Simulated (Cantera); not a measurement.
Input: 1 mol toluene, 0.69 mol H2O, 3.4 mol H2, equilibrated at 10000 Pa.

These are equilibrium values from Cantera (NASA tables, ideal gas, pure condensed phases), not measurements of a reactor. Candidate condensed phases: C, C6H6, C7H8, C8H18, H2O; 110 gas species. Kinetics and transport are ignored.

Question: At 950 °C, list the 4 most abundant gas species with their mole fractions, and the condensed phases.

Answer: H2 0.920, CO 0.0785, CH4 0.00113, H2O 0.000145. Condensed: C(graphite).
